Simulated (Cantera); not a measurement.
What does this Cantera script print?

```python
import numpy as np
import cantera as ct

gas = ct.Solution("gri30.yaml")


def delay(T, t_max=10):
    gas.TPX = T, 1000000, {'CH3OH': 1, 'O2': 1.36, 'N2': 5.13}
    reactor = ct.IdealGasReactor(gas, clone=False)
    net = ct.ReactorNet([reactor])
    net.rtol, net.atol = 1e-8, 1e-16
    while net.time < t_max:
        t_old, T_old = net.time, reactor.T
        net.step()
        if reactor.T > T + 400:  # ignition: a rise of 400 K
            return t_old + (T + 400 - T_old) / (reactor.T - T_old) * (net.time - t_old)
    return np.nan


taus = []
for T in [1323, 1373, 1423, 1473, 1523, 1573, 1623, 1673]:
    taus.append(delay(T))
    print(f"T0 = {T:6g} K   tau = {taus[-1]:.4e} s")
```

It prints:

```
T0 =   1323 K   tau = 2.1764e-04 s
T0 =   1373 K   tau = 1.1314e-04 s
T0 =   1423 K   tau = 6.2157e-05 s
T0 =   1473 K   tau = 3.5928e-05 s
T0 =   1523 K   tau = 2.1748e-05 s
T0 =   1573 K   tau = 1.3720e-05 s
T0 =   1623 K   tau = 8.9756e-06 s
T0 =   1673 K   tau = 6.0604e-06 s
```

Model: GRI-Mech 3.0 (53 species, 325 reactions), integrated in Cantera. GRI-Mech 3.0 was tuned for natural gas; its chemistry of methanol as a main component is partial and can be far from experiment.
